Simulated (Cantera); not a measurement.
Pyrogenic steam for wet oxidation

An isothermal, constant-pressure homogeneous reactor starts with 43.5 % H₂, 31.1 % O₂, 25.5 % N₂, at 975 K and 0.133 bar.

Model: the H2/O2 subset of GRI-Mech 3.0, which has no nitrogen chemistry, integrated in Cantera. Radical loss at walls, strong at low pressure, is not modelled. The temperature is held fixed by assumption; the heat of reaction is taken as removed at once.

```json
[
 {"t (s)": "1.00e-5", "x H₂": "0.435", "x O₂": "0.311", "x H₂O₂": "<1e-12", "x H₂O": "6.72e-12", "x O": "4.46e-12", "x H": "6.56e-11"},
 {"t (s)": "2.85e-5", "x H₂": "0.435", "x O₂": "0.311", "x H₂O₂": "<1e-12", "x H₂O": "8.56e-11", "x O": "2.51e-11", "x H": "2.31e-10"},
 {"t (s)": "8.11e-5", "x H₂": "0.435", "x O₂": "0.311", "x H₂O₂": "<1e-12", "x H₂O": "1.44e-9", "x O": "1.99e-10", "x H": "1.57e-9"},
 {"t (s)": "0.000231", "x H₂": "0.435", "x O₂": "0.311", "x H₂O₂": "2.71e-11", "x H₂O": "1.37e-7", "x O": "1.38e-8", "x H": "1.06e-7"},
 {"t (s)": "0.000658", "x H₂": "0.408", "x O₂": "0.300", "x H₂O₂": "2.81e-7", "x H₂O": "0.0208", "x O": "0.00172", "x H": "0.0137"},
 {"t (s)": "0.00187", "x H₂": "0.0122", "x O₂": "0.124", "x H₂O₂": "5.62e-6", "x H₂O": "0.539", "x O": "0.000290", "x H": "0.000426"},
 {"t (s)": "0.00534", "x H₂": "0.00523", "x O₂": "0.121", "x H₂O₂": "7.41e-6", "x H₂O": "0.549", "x O": "3.81e-5", "x H": "2.69e-5"},
 {"t (s)": "0.0152", "x H₂": "0.00314", "x O₂": "0.120", "x H₂O₂": "1.42e-5", "x H₂O": "0.552", "x O": "6.80e-6", "x H": "3.59e-6"},
 {"t (s)": "0.0433", "x H₂": "0.00212", "x O₂": "0.120", "x H₂O₂": "1.98e-5", "x H₂O": "0.553", "x O": "2.19e-6", "x H": "1.01e-6"},
 {"t (s)": "0.123", "x H₂": "0.00112", "x O₂": "0.120", "x H₂O₂": "1.25e-5", "x H₂O": "0.554", "x O": "9.05e-7", "x H": "3.49e-7"},
 {"t (s)": "0.351", "x H₂": "0.000399", "x O₂": "0.119", "x H₂O₂": "3.19e-6", "x H₂O": "0.555", "x O": "2.05e-7", "x H": "6.53e-8"},
 {"t (s)": "1.00", "x H₂": "0.000113", "x O₂": "0.119", "x H₂O₂": "3.79e-7", "x H₂O": "0.555", "x O": "2.59e-8", "x H": "7.33e-9"}
]
```
x: mole fraction; the columns are a selection and need not sum to one.

Equilibrium at this temperature and pressure: H₂ 1.81e-10, O₂ 0.119, H₂O₂ 1.42e-10, H₂O 0.556, O 6.86e-11, H <1e-12 (gas phase only).
